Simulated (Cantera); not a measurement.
# Stirred combustor or abatement burner

A perfectly stirred reactor is fed with 2.84 % CH4, 1.65 % C2H6, 20.1 % O2, 75.5 % N2, equivalence ratio 0.57, at 6900 Torr; it is adiabatic with a 650 K inlet, and is followed from long to short residence time, starting on the burning branch (τ in s: 0.3, 0.12, 0.047, 0.019, 0.0074, 0.0029, 0.0012, 0.00046, 0.00018, 7.2e-05, 2.9e-05, 1.1e-05, 4.5e-06).

Computed with Cantera and GRI-Mech 3.0 (53 species, 325 reactions).

| τ (s) | T (K) | x CH4 | x C2H6 | x O2 | x HCN | x HCO | x H2O |
|---|---|---|---|---|---|---|---|
| 0.30 | 1904 | 4.14e-7 | 4.24e-8 | 0.0853 | 7.76e-9 | 4.69e-10 | 0.105 |
| 0.12 | 1904 | 9.93e-7 | 1.03e-7 | 0.0853 | 8.41e-9 | 1.17e-9 | 0.105 |
| 0.047 | 1904 | 2.32e-6 | 2.49e-7 | 0.0854 | 9.11e-9 | 2.96e-9 | 0.105 |
| 0.019 | 1903 | 4.93e-6 | 5.59e-7 | 0.0854 | 1.03e-8 | 7.26e-9 | 0.105 |
| 0.0074 | 1900 | 1.00e-5 | 1.23e-6 | 0.0855 | 1.26e-8 | 1.85e-8 | 0.105 |
| 0.0029 | 1895 | 1.94e-5 | 2.54e-6 | 0.0857 | 1.68e-8 | 4.74e-8 | 0.104 |
| 0.0012 | 1887 | 3.57e-5 | 4.94e-6 | 0.0860 | 2.31e-8 | 1.16e-7 | 0.104 |
| 0.00046 | 1871 | 7.05e-5 | 1.02e-5 | 0.0867 | 3.31e-8 | 3.15e-7 | 0.103 |
| 0.00018 | 1841 | 0.000147 | 2.16e-5 | 0.0884 | 4.83e-8 | 8.45e-7 | 0.103 |
| 7.2e-5 | 1777 | 0.000389 | 5.66e-5 | 0.0926 | 7.26e-8 | 2.25e-6 | 0.101 |
| 2.9e-5 | 650 | 0.0284 | 0.0165 | 0.201 | <1e-12 | <1e-12 | <1e-12 |
| 1.1e-5 | 650 | 0.0284 | 0.0165 | 0.201 | <1e-12 | <1e-12 | <1e-12 |
| 4.5e-6 | 650 | 0.0284 | 0.0165 | 0.201 | <1e-12 | <1e-12 | <1e-12 |
x: mole fraction; the columns are a selection and need not sum to one.
